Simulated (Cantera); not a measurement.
Input: 1 mol N2O, 0.19 mol H2O, 0.9 mol N2, at 8.90 bar.

Cantera equilibrium calculation (NASA polynomials, part measured and part estimated; ideal gas, pure solids and liquids). Candidate condensed phases: H2O; 24 gas species. The numbers say what is thermodynamically allowed, not how fast it happens.

Q: At 2527 °C, list the 5 most abundant gas species with their mole fractions, and the condensed phases.

A: N2 0.712, O2 0.169, H2O 0.0638, NO 0.0314, OH 0.0146. Condensed: gas only.
